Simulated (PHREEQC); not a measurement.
Make-up at 25 °C: 0.0077 mol HF, 0.00043 mol (NH4)2SiF6, 0.05 mol H3AsO4 and 0.12 mol H2SO4 per kg of water. Closed to the air; pH follows from the charge balance.

Model: ion-association model, wateq4f.dat, run in PHREEQC.

| quantity | before | after |
|---|---|---|
| pH | 0.94 | 0.96 |
| ionic strength (mol/kgw) | 0.166 | 0.149 |
| SO4-2 (mol/kgw) | 0.0209 | 0.0133 |
| HF (mol/kgw) | 0.00760 | 0.00952 |
| NH4+ (mol/kgw) | 0.000793 | 0.000816 |
| SiF6-2 (mol/kgw) | 0.000383 | 8.51e-5 |
| SI of Quartz (SiO2) | -0.32 | +0.20 |

Problem. Which change was made?
A) H3AsO4 left out
B) (NH4)2SiF6 from 0.00043 to 4.3e-05 mol/kgw
C) temperature from 25 to 50 °C
D) temperature from 25 to 75 °C

Solution. C, temperature from 25 to 50 °C

No solid was allowed to form. Some of these states are supersaturated (in Quartz (slow to form), for instance). Away from 25 °C the constants follow the database's enthalpies or fits; those with neither stay at their 25 °C values. SiF6-2 is the database's only silicon fluoride.
